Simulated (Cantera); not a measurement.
## Low-pressure radical oxidation in H2/O2

An isothermal, constant-pressure homogeneous reactor starts with 3.94 % H2, 96.1 % O2, equivalence ratio 0.021, at 1325 K and 0.0188 atm.

Detailed kinetics in Cantera: GRI-Mech 3.0 (53 species, 325 reactions). Radical loss at walls, strong at low pressure, is not modelled. The temperature is held fixed by assumption; the heat of reaction is taken as removed at once.

```tsv
t (s)	x H2	x O2	x H	x H2O	x O	x HO2
1.00e-6	0.0394	0.961	4.09e-10	<1e-12	1.13e-11	4.21e-10
3.28e-6	0.0394	0.961	1.26e-9	2.64e-12	1.16e-10	1.38e-9
1.07e-5	0.0394	0.961	3.51e-9	8.29e-11	1.09e-9	4.51e-9
3.51e-5	0.0394	0.961	8.40e-9	2.15e-9	8.53e-9	1.48e-8
0.000115	0.0394	0.961	2.93e-8	4.82e-8	6.72e-8	4.85e-8
0.000377	0.0394	0.961	7.40e-7	2.76e-6	2.17e-6	1.63e-7
0.00124	0.0142	0.940	0.00474	0.0194	0.0145	3.18e-6
0.00405	0.000523	0.929	0.00389	0.0350	0.0279	2.70e-6
0.0133	0.000425	0.935	0.00278	0.0360	0.0222	2.52e-6
0.0434	0.000232	0.947	0.00108	0.0378	0.0117	1.99e-6
0.142	6.17e-5	0.956	0.000143	0.0393	0.00303	1.02e-6
0.466	9.15e-6	0.959	8.11e-6	0.0399	0.000446	2.86e-7
1.53	1.26e-6	0.960	4.18e-7	0.0401	6.17e-5	6.24e-8
5.00	2.20e-7	0.960	3.05e-8	0.0401	1.08e-5	2.59e-8
```
x: mole fraction; the columns are a selection and need not sum to one.

Equilibrium at this temperature and pressure: H2 4.02e-8, O2 0.960, H 2.39e-9, H2O 0.0402, O 1.97e-6, HO2 3.48e-8 (gas phase only).
